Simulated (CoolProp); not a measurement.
Vapour-liquid equilibrium of cyclohexane (1) + m-xylene (2) at 165 kPa; x and y are mole fractions of (1).

Computed with CoolProp (multi-fluid Helmholtz-energy mixture model, Zhou 2014 and Zhou 2012; pair parameters Bell 2016).

Problem. Give the bubble temperature and the first vapour's composition at x = 0.2, 0.35, 0.8. Is there an azeotrope?

Solution. x = 0.2: 407.9 K, y = 0.545; x = 0.35: 396.6 K, y = 0.723; x = 0.8: 377.0 K, y = 0.943. No azeotrope shows between x = 0.05 and 0.95.

Pair parameters are fitted to limited data, so mixtures are less certain than the pure fluids.
